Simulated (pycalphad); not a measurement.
CALPHAD calculation (pycalphad, COST 507 light-alloy database (1999)), 1 atm. The database dates from 1999; later assessments differ in places, in temperatures and in the compounds included. Phase fractions are per mole of atoms.

Q: Give the equilibrium state of Al-2.79Si-0.64Mg (at.%) at 750 K.

A: 
```
T = 750.00 K, P = 101325 Pa, N = 1 mol of atoms
G = -27513 J/mol, H = 12466 J/mol, S = 53.30 J/(mol K)  (SER reference)
chemical potentials (J/mol): Al -27532, Si -19438, Mg -59766
phase             fraction      x(Al)      x(Si)      x(Mg)
FCC_A1              0.9751     0.9904     0.0061     0.0035
DIAMOND_A4          0.0205   1.06e-07     1.0000       none
MG2SI               0.0045       none     0.3333     0.6667
```

Q: Give the equilibrium state of Al-2.79Si-0.64Mg (at.%) at 900 K.

A: 
```
T = 900.00 K, P = 101325 Pa, N = 1 mol of atoms
G = -36226 J/mol, H = 23592 J/mol, S = 66.47 J/(mol K)  (SER reference)
chemical potentials (J/mol): Al -35915, Si -37087, Mg -79385
phase             fraction      x(Al)      x(Si)      x(Mg)
LIQUID              0.5475     0.9433     0.0470     0.0097
FCC_A1              0.4525     0.9928     0.0048     0.0024
```

Database names, with the compositions (at.%) that they take in these runs: MG2SI: Mg 67 Si 33. FCC_A1 is fcc; DIAMOND_A4 is diamond (Si). An entry "none" or "no" means that the model of the phase leaves that element out.
